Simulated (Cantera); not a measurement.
A closed system holds: 1 mol CaF₂, 4.6 mol H₂, 3.1 mol N₂, 0.22 mol HF, equilibrated at 43.0 Pa.

These are equilibrium values from Cantera (NASA tables, ideal gas, pure condensed phases), not measurements of a reactor. Candidate condensed phases: Ca, CaF₂; 25 gas species. Rates play no part.

**Question.** At 1648 K, list the 6 most abundant gas species with their mole fractions, and the condensed phases.

**Answer.** H₂ 0.522, N₂ 0.355, CaF₂ 0.0860, HF 0.0297, CaF 0.00348, H 0.00310. Condensed: CaF₂(s).
